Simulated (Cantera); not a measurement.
# Equilibrium for chemical vapour transport: B + HCl + H2

Input: 1 mol B, 0.014 mol HCl, 0.074 mol H2, equilibrated at 9.00 Torr.

Equilibrium computed with Cantera from the NASA thermochemical tables; the gas is ideal and each condensed phase is pure. Candidate condensed phases: B; 13 gas species. The tables' values for BCl, BCl2, BH2 are old estimates; treat these amounts as uncertain. Gases not in the tables: BHCl2. The numbers say what is thermodynamically allowed, not how fast it happens.

From 427 °C to 1252 °C the condensed part is B(s). The main B-bearing gas is BCl3 throughout.

| T (°C) | log p H2 | log p HCl | log p BCl3 | log p BCl | n B(s) |
|---|---|---|---|---|---|
| 427 | -1.95 | -3.83 | -3.22 | <-13 | 0.996 |
| 502 | -1.95 | -3.55 | -3.25 | -13.79 | 0.996 |
| 577 | -1.96 | -3.33 | -3.31 | -12.17 | 0.996 |
| 652 | -1.96 | -3.15 | -3.38 | -10.83 | 0.997 |
| 727 | -1.97 | -3.02 | -3.49 | -9.71 | 0.998 |
| 802 | -1.98 | -2.92 | -3.62 | -8.76 | 0.998 |
| 877 | -1.98 | -2.85 | -3.77 | -7.94 | 0.999 |
| 952 | -1.99 | -2.80 | -3.95 | -7.25 | 0.999 |
| 1027 | -1.99 | -2.77 | -4.15 | -6.64 | 0.999 |
| 1102 | -1.99 | -2.75 | -4.35 | -6.12 | 1.000 |
| 1177 | -1.99 | -2.74 | -4.55 | -5.65 | 1.000 |
| 1252 | -1.99 | -2.73 | -4.74 | -5.24 | 1.000 |
log p: log10 of the partial pressure in bar; n: condensed amount in mol.
